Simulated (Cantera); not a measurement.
A Cantera script and what it prints.

```python
import numpy as np
import cantera as ct

gas_names = """
    CL CL2 H HCL H2 N NH NH2 NH3 N2 N2H2 N2H4 Si SiCL SiCL2 SiCL3 SiCL4 SiH SiHCL3 SiH2 SiH2CL2 SiH3
    SiH3CL SiH4 SiN Si2 Si2N Si3
""".split()
cond_names = """
    NH4CL(a) NH4CL(b) Si(cr) Si(L) Si3N4(a)
""".split()


# ... load() reads the species with a 1 bar reference pressure and builds the phases ...
atoms = {
    'SiCl4': {'Si': 1, 'CL': 4},
    'NH3': {'N': 1, 'H': 3},
    'N2': {'N': 2},
}
top_T = {'Si3N4(a)': 2400}  # K; cautious upper limits of use, not melting points


# ... equilibrate(T, P, feed) seeds the gas with the atoms and calls Mixture.equilibrate('TP', solver="vcs", rtol=1e-11, max_steps=5000) ...
results = []
feed = {'SiCl4': 1, 'NH3': 0.31, 'N2': 63}  # mol
P = 160  # Pa
for T in [748, 848, 948, 1048, 1148, 1248, 1348, 1448, 1548, 1648, 1748]:
    mix = equilibrate(T, P, feed)
    results.append((T, P, feed, dict(zip(mix.species_names, mix.species_moles))))
    x = sorted(zip(gas.X, gas.species_names), reverse=True)
    print(f"T = {T:g} K  P = {P:g} Pa  gas = {mix.phase_moles(0):.4g} mol")
    print("   x: " + "  ".join(f"{s} {v:.3e}" for v, s in x if v > 1e-06))
    print("   condensed (mol): " + ("  ".join(f"{mix.phase(i).name} {mix.phase_moles(i):.4g}"
          for i in range(1, mix.n_phases) if mix.phase_moles(i) > 1e-12) or "none"))
```

It prints:

```
T = 748 K  P = 160 Pa  gas = 64.69 mol
   x: N2 9.741e-01  HCL 1.317e-02  SiCL4 1.217e-02  H2 6.027e-04
   condensed (mol): Si3N4(a) 0.071
T = 848 K  P = 160 Pa  gas = 64.69 mol
   x: N2 9.740e-01  HCL 1.347e-02  SiCL4 1.209e-02  H2 4.511e-04  SiCL3 1.334e-06
   condensed (mol): Si3N4(a) 0.07262
T = 948 K  P = 160 Pa  gas = 64.69 mol
   x: N2 9.739e-01  HCL 1.366e-02  SiCL4 1.203e-02  H2 3.592e-04  SiCL3 1.614e-05  SiHCL3 1.425e-06
   condensed (mol): Si3N4(a) 0.07352
T = 1048 K  P = 160 Pa  gas = 64.7 mol
   x: N2 9.739e-01  HCL 1.377e-02  SiCL4 1.191e-02  H2 3.001e-04  SiCL3 1.201e-04  SiCL2 2.218e-05  SiHCL3 2.655e-06
   condensed (mol): Si3N4(a) 0.07335
T = 1148 K  P = 160 Pa  gas = 64.73 mol
   x: N2 9.736e-01  HCL 1.384e-02  SiCL4 1.135e-02  SiCL3 6.076e-04  SiCL2 3.590e-04  H2 2.637e-04  SiHCL3 4.340e-06  CL 1.345e-06
   condensed (mol): Si3N4(a) 0.06746
T = 1248 K  P = 160 Pa  gas = 64.93 mol
   x: N2 9.718e-01  HCL 1.380e-02  SiCL4 8.787e-03  SiCL2 3.307e-03  SiCL3 2.007e-03  H2 2.607e-04  CL 8.533e-06  SiHCL3 5.848e-06
   condensed (mol): Si3N4(a) 0.02801
T = 1348 K  P = 160 Pa  gas = 65.09 mol
   x: N2 9.703e-01  HCL 1.414e-02  SiCL4 6.858e-03  SiCL2 5.712e-03  SiCL3 2.793e-03  CL 7.929e-05  H2 7.390e-05  SiHCL3 2.035e-06
   condensed (mol): none
T = 1448 K  P = 160 Pa  gas = 65.13 mol
   x: N2 9.697e-01  HCL 1.425e-02  SiCL4 6.282e-03  SiCL2 5.896e-03  SiCL3 3.175e-03  CL 7.171e-04  H2 1.392e-05
   condensed (mol): none
T = 1548 K  P = 160 Pa  gas = 65.34 mol
   x: N2 9.666e-01  HCL 1.422e-02  SiCL2 7.343e-03  SiCL4 4.519e-03  CL 3.900e-03  SiCL3 3.443e-03  H2 5.024e-06  CL2 3.812e-06  H 1.725e-06
   condensed (mol): none
T = 1648 K  P = 160 Pa  gas = 65.77 mol
   x: N2 9.602e-01  HCL 1.412e-02  SiCL2 1.092e-02  CL 1.046e-02  SiCL3 2.751e-03  SiCL4 1.527e-03  CL2 8.346e-06  H2 5.554e-06  H 5.247e-06
   condensed (mol): none
T = 1748 K  P = 160 Pa  gas = 66.06 mol
   x: N2 9.561e-01  CL 1.472e-02  HCL 1.402e-02  SiCL2 1.378e-02  SiCL3 1.176e-03  SiCL4 1.791e-04  H 2.398e-05  H2 1.762e-05  CL2 5.744e-06  SiCL 5.358e-06
   condensed (mol): none
```

Equilibrium computed with Cantera from the NASA thermochemical tables; the gas is ideal and each condensed phase is pure. The tables' values for SiCl3 are old estimates; treat these amounts as uncertain.
